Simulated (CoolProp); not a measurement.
CH2F2 (R32) at several states: fugacity coefficient from the reference equation and from simpler models built on Tc = 351.3 K, pc = 5783 kPa, ω = 0.277; each cubic takes its own stable root.

Computed with CoolProp (reference Helmholtz-energy equation of state, Tillner-Roth 1997).

```
T (K)  p (kPa)          phase  reference  van der Waals  Redlich-Kwong  Soave-Redlich-Kwong
-----  -------  -------------  ---------  -------------  -------------  -------------------
155.1      428         liquid   0.001420         0.1537       0.004626             0.001191
162.4      311         liquid   0.004348         0.2936        0.01336             0.003741
415.6    32100  supercritical     0.3967         0.4492         0.4303               0.4865
318.2      162            gas     0.9845         0.9895         0.9874               0.9868
217.1     23.1            gas     0.9901         0.9964         0.9949               0.9942
244.4     8140         liquid    0.03892         0.1608        0.06826              0.04182
```
